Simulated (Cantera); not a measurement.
A perfectly stirred reactor is fed with CH4 : N2 = 1 : 1.3 (molar parts), at 6.23 Torr; it is held at 1548 K, and followed from long to short residence time.

Cantera simulation using GRI-Mech 3.0 (53 species, 325 reactions); the numbers are that mechanism's predictions, not measurements. GRI-Mech 3.0 stops at C3 and has no aromatics, soot or wall deposition, so with more carbon than oxygen in the feed, carbon stays in small species such as C2H2 where larger ones or solid carbon would form. Radical loss at walls, strong at low pressure, is not modelled.

x: mole fraction; the columns are a selection and need not sum to one.

```json
[
 {"τ (s)": "1.6", "x CH4": "0.254", "x H2": "0.185", "x C2H2": "0.0584", "x C2H": "3.43e-8", "x C2H6": "(withheld)", "x CH3": "0.00116"},
 {"τ (s)": "0.52", "x CH4": "0.345", "x H2": "0.0889", "x C2H2": "0.0242", "x C2H": "1.40e-8", "x C2H6": "(withheld)", "x CH3": "0.00144"},
 {"τ (s)": "0.17", "x CH4": "0.413", "x H2": "0.0193", "x C2H2": "0.00310", "x C2H": "1.70e-9", "x C2H6": "(withheld)", "x CH3": "0.00124"},
 {"τ (s)": "0.054", "x CH4": "0.433", "x H2": "0.00126", "x C2H2": "5.28e-5", "x C2H": "3.76e-11", "x C2H6": "(withheld)", "x CH3": "0.000540"},
 {"τ (s)": "0.018", "x CH4": "0.434", "x H2": "0.000136", "x C2H2": "6.12e-7", "x C2H": "<1e-12", "x C2H6": "(withheld)", "x CH3": "0.000190"},
 {"τ (s)": "0.0057", "x CH4": "0.435", "x H2": "3.19e-5", "x C2H2": "5.77e-9", "x C2H": "<1e-12", "x C2H6": "(withheld)", "x CH3": "6.12e-5"},
 {"τ (s)": "0.0018", "x CH4": "0.435", "x H2": "9.69e-6", "x C2H2": "5.42e-11", "x C2H": "<1e-12", "x C2H6": "(withheld)", "x CH3": "1.94e-5"},
 {"τ (s)": "0.00060", "x CH4": "0.435", "x H2": "3.17e-6", "x C2H2": "<1e-12", "x C2H": "<1e-12", "x C2H6": "2.00e-10", "x CH3": "6.41e-6"},
 {"τ (s)": "0.00019", "x CH4": "0.435", "x H2": "9.63e-7", "x C2H2": "<1e-12", "x C2H": "<1e-12", "x C2H6": "6.25e-12", "x CH3": "1.99e-6"}
]
```

Task: What belongs in the gaps?

Result: 
- 1.6, x C2H6: 9.97e-5
- 0.52, x C2H6: 0.000161
- 0.17, x C2H6: 0.000122
- 0.054, x C2H6: 2.15e-5
- 0.018, x C2H6: 2.05e-6
- 0.0057, x C2H6: 1.19e-7
- 0.0018, x C2H6: 4.94e-9
